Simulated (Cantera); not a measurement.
Input: 1 mol Si₃N₄, 24 mol H₂, held at 495 Torr.

Points: T (K) = 1050, 1100, 1150, 1200, 1250, 1300, 1350, 1400, 1450.

Cantera's Mixture.equilibrate('TP', solver="vcs", rtol=1e-11, max_steps=5000) on the NASA tables stopped like this:

```
ERROR: FAILURE its = 5001!

*******************************************************************************
CanteraError thrown by MultiPhase::equilibrate:
VCS solver failed. Return code: -1
*******************************************************************************
```

What got this run through?

One answer among several that fit: The failure is numerical, not chemical. The same input converged with solver="gibbs", rtol=1e-10, max_steps=50000, and the result passed a check of the equilibrium conditions:
```
log10 of partial pressures in bar; condensed amounts in mol
       T/K        H2    Si(cr)  Si3N4(a)
      1050    -0.180         0         1
      1100    -0.180         0         1
      1150    -0.180         0         1
      1200    -0.180         0         1
      1250    -0.180         0         1
      1300    -0.180  1.43e-05         1
      1350    -0.180 8.096e-05         1
      1400    -0.180 0.0002923    0.9999
      1450    -0.180 0.0009035    0.9997
```

The gas is ideal and each condensed phase is pure. Mutual solubility and eutectic melting of coexisting phases are not modelled.
